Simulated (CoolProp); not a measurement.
Values from CoolProp's reference Helmholtz-energy equation of state, Thol 2019.

Question: For decamethylcyclopentasiloxane (D5), give the phase and the Z, cp (kJ/(kg K)), cv (kJ/(kg K)), isothermal compressibility (1/MPa) at 425.1 K and 1410 kPa.

Answer: 
- 425.1 K and 1410 kPa: liquid; Z 0.180, cp 1.89, cv 1.66, isothermal compressibility 0.00412
